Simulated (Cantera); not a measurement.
Equilibrium for halide evaporation, hydrolysis and transport: LiCl + H₂

Feed: 1 mol LiCl, 7.4 mol H₂, at 1198.15 K.

Equilibrium computed with Cantera from the NASA thermochemical tables; the gas is ideal and each condensed phase is pure. Candidate condensed phases: Li, LiCl, LiH; 11 gas species. Rates play no part.

| P (Pa) | x H₂ | x LiCl | x Li₂Cl₂ | x Li₃Cl₃ | n LiCl(l) |
|---|---|---|---|---|---|
| 0.100 | 0.880 | 0.119 | 1.80e-6 | <1e-12 | 0 |
| 1.60 | 0.881 | 0.119 | 2.88e-5 | 2.34e-10 | 0 |
| 25 | 0.881 | 0.118 | 0.000445 | 5.60e-8 | 0 |
| 400 | 0.886 | 0.108 | 0.00593 | 1.09e-5 | 0 |
| 6300 | 0.908 | 0.0611 | 0.0300 | 0.000494 | 0 |
| 100000 | 0.987 | 0.00686 | 0.00600 | 0.000176 | 0.855 |
x: gas mole fraction; n: condensed amount in mol.

From 0.100 Pa to 63.0 mbar nothing is condensed. At 1.00 bar the condensed part is LiCl(l). The main Li-bearing gas is LiCl at 0.100 Pa and Li₂Cl₂ at 1.00 bar.
